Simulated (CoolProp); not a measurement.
Vapour-liquid equilibrium of R22 (1) + c-C4F8 (RC318) (2) at 1.01 MPa; x and y are mole fractions of (1).

Computed with CoolProp (multi-fluid Helmholtz-energy mixture model, Kamei 1995 and Platzer 1990; pair parameters Bell 2016). This equation is an older, rougher fit; its heat capacities, sound speeds and derivatives of the liquid may be far off and weren't checked against measurements.

Question: Give the bubble temperature and the first vapour's composition at x = 0.35, 0.75, 0.95. Is there an azeotrope?

Answer: x = 0.35: 43.0 °C, y = 0.632; x = 0.75: 27.2 °C, y = 0.876; x = 0.95: 24.2 °C, y = 0.963. No azeotrope shows between x = 0.05 and 0.95.

The pair parameters rest on a limited set of measurements; away from them the model extrapolates. The gap from Raoult's law changes sign with composition, which may be real or a fault of the pair parameters; it wasn't checked against measurements.
